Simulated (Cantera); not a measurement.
Feed: 1 mol CuO, 260 mol H2, equilibrated at 14.0 Pa.

Equilibrium computed with Cantera from the NASA thermochemical tables; the gas is ideal and each condensed phase is pure. Candidate condensed phases: Cu, CuO, Cu(OH)2, Cu2O, H2O; 12 gas species. Equilibrium is a limit: real reactors are often held back by kinetics, nucleation or transport. All values below are at 1027 °C.

Base state: H2 0.995, H2O 0.00384, Cu 0.00113, H 9.33e-5 (mole fractions); condensed: Cu(s).

Problem. What changes in the equilibrium state with this change: H2 from 260 to 0.56 mol?

Solution. 
```
species        before     after
------------  -------  --------
H2O           0.00384     0.991
O2              <1e-9   0.00785
Cu            0.00113   0.00113
H2              0.995   8.20e-5
OH            4.70e-9  0.000134
H             9.33e-5   8.47e-7
Cu(s), mol      0.707     0.137
Cu2O(s), mol        0     0.431
```
Mutual solubility and eutectic melting of coexisting phases are not modelled.
